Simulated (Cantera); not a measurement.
Charge: 1 mol CO, 1 mol H2O, 0.25 mol N2, equilibrated at 8900 Pa.

Equilibrium computed with Cantera from the NASA thermochemical tables; the gas is ideal and each condensed phase is pure. Candidate condensed phases: C, C6H6, C7H8, C8H18, H2O; 169 gas species. Ions and electrons are included (thermal ionisation). Equilibrium is a limit: real reactors are often held back by kinetics, nucleation or transport. All values below are at 4227 °C.

Base state: H 0.466, CO 0.235, O 0.231, N2 0.0544, N 0.00704, NO 0.00179, H2 0.00162, OH 0.00147 (mole fractions); condensed: gas only.

Task: What changes in the equilibrium state with this change: pressure from 8900 Pa to 110 Pa?

Result: 
```json
[
 {"species": "H", "before": "0.466", "after": "0.457"},
 {"species": "O", "before": "0.231", "after": "0.233"},
 {"species": "CO", "before": "0.235", "after": "0.224"},
 {"species": "N", "before": "0.00704", "after": "0.0489"},
 {"species": "N2", "before": "0.0544", "after": "0.0325"},
 {"species": "C+", "before": "8.40e-9", "after": "1.45e-5"},
 {"species": "CO2", "before": "0.000113", "after": "1.34e-6"}
]
```
